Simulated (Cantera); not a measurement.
Input: 1 mol CF₄, a varied amount of H₂, held at 2998.15 K and 1.58 Torr.

These are equilibrium values from Cantera (NASA tables, ideal gas, pure condensed phases), not measurements of a reactor. Candidate condensed phases: C, C₆H₆, C₇H₈, C₈H₁₈; 95 gas species. The numbers say what is thermodynamically allowed, not how fast it happens.

Task: At 3.7 mol H₂, list the 4 most abundant gas species with their mole fractions, and the condensed phases.

Result: H 0.447, HF 0.414, F 0.0669, C₃ 0.0292. Condensed: gas only.
